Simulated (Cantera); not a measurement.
Input: 1 mol Ti, 3.6 mol O2, 10 mol H2, at 1950 °C and 100000 Pa.

Method: chemical equilibrium by Gibbs-energy minimisation in Cantera with the NASA 1993 tables (ideal gas, pure condensed phases). Candidate condensed phases: H2O, Ti, TiO, TiO2, Ti2O3, Ti3O5, Ti4O7; 12 gas species. Condensed phases not in the tables: Magnéli phases beyond Ti4O7. Equilibrium is a limit: real reactors are often held back by kinetics, nucleation or transport.

Base state: H2O 0.543, H2 0.452, H 0.00431, OH 0.000747 (mole fractions); condensed: Ti4O7(l).

**Question.** What changes in the equilibrium state with this change: pressure from 100000 Pa to 13300 Pa?

**Answer.** 
| species | before | after |
|---|---|---|
| H2O | 0.543 | 0.539 |
| H2 | 0.452 | 0.447 |
| H | 0.00431 | 0.0117 |
| TiO2 | 6.20e-6 | 4.66e-5 |
| O2 | 2.49e-6 | 1.89e-5 |
| O | 4.94e-6 | 3.72e-5 |
| OH | 0.000747 | 0.00204 |
| Ti4O7(l), mol | 0.250 | 0.250 |
